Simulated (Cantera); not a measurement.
A freely propagating, adiabatic, planar premixed flame of CH₄ : O₂ : N₂ = 1 : 1.43 : 5.37 (molar parts), equivalence ratio 1.4, unburnt at 500 K and 1.00 atm; multicomponent+Soret transport, grid criteria slope 0.08 and curve 0.16, no radiation.

Model: GRI-Mech 3.0 (53 species, 325 reactions), integrated in Cantera. Burning velocities carry a grid error of a few per cent, more on coarse grids.

**Question.** Predict: laminar burning velocity; thermal thickness; peak x(C₂H).

**Answer.** 
```json
{
  "laminar_burning_velocity": "47.0 cm/s",
  "thermal_thickness": "0.580 mm",
  "peak x(C₂H)": "1.66e-6"
}
```
